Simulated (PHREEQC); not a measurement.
A column of 0.5 m (30 cells, dispersivity 0.025 m, 3600 s a shift, diffusion coefficient 3e-10 m²/s) holds 0.014 eq of the database's cation exchanger X per kg of pore water, first in equilibrium with 0.0093 mol CaCl2 and 1e-05 mol HCl per kg of water. It is flushed with 0.021 mol LiCl and 1e-05 mol HCl per kg of water, at 25 °C. Values are for the last cell. No CO2 enters from the air. Nothing may precipitate in this run.

The series has 31 steps of pore volumes, from 0 to 4.017.

Computed with PHREEQC (ion-association model, phreeqc.dat).

Problem. After how many pore volumes does Li at the outlet first reach half of its feed value?

Solution. By 1.1 pore volumes.

Species that the database lacks are ignored.
